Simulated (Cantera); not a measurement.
# Adiabatic ignition

An adiabatic, constant-volume homogeneous reactor starts with CO : H2 : O2 : N2 = 1 : 0.13 : 1.31 : 4.94 (molar parts), equivalence ratio 0.43, at 1375 K and 7500 Torr.

Model: GRI-Mech 3.0 (53 species, 325 reactions), integrated in Cantera. The hydrogen kinetics of GRI-Mech 3.0 are dated; newer H2 mechanisms differ, most at raised pressure.

| t (s) | T (K) | P (bar) | x CO | x H2 | x O2 | x H | x N2O | x NO |
|---|---|---|---|---|---|---|---|---|
| 8.00e-6 | 1480 | 10.7 | 0.130 | 0.00872 | 0.169 | 0.000981 | 1.35e-7 | 1.49e-7 |
| 2.78e-5 | 2594 | 17.6 | 0.0167 | 0.000261 | 0.113 | 0.000356 | 6.02e-6 | 0.000346 |
| 9.69e-5 | 2677 | 18.1 | 0.00865 | 0.000158 | 0.110 | 0.000155 | 4.33e-6 | 0.00210 |
| 0.000337 | 2667 | 18.0 | 0.00839 | 0.000154 | 0.107 | 0.000147 | 4.28e-6 | 0.00693 |
| 0.00117 | 2650 | 17.9 | 0.00795 | 0.000147 | 0.103 | 0.000135 | 4.27e-6 | 0.0153 |
| 0.00409 | 2642 | 17.8 | 0.00775 | 0.000144 | 0.101 | 0.000130 | 4.30e-6 | 0.0191 |
| 0.0142 | 2642 | 17.8 | 0.00775 | 0.000144 | 0.101 | 0.000130 | 4.30e-6 | 0.0192 |
| 0.0495 | 2642 | 17.8 | 0.00775 | 0.000144 | 0.101 | 0.000130 | 4.30e-6 | 0.0192 |
| 0.172 | 2642 | 17.8 | 0.00775 | 0.000144 | 0.101 | 0.000130 | 4.30e-6 | 0.0192 |
| 0.600 | 2642 | 17.8 | 0.00775 | 0.000144 | 0.101 | 0.000130 | 4.30e-6 | 0.0192 |
x: mole fraction; the columns are a selection and need not sum to one.

```json
{
  "time_of_steepest_temperature_rise": "8.70 µs",
  "temperature at 0.600 s": "2642 K",
  "equilibrium_temperature": "2642 K",
  "x(CO) at 0.600 s": "0.00775 (gas-phase equilibrium 0.00775)",
  "x(H2) at 0.600 s": "0.000144 (gas-phase equilibrium 0.000144)",
  "x(O2) at 0.600 s": "0.101 (gas-phase equilibrium 0.101)"
}
```
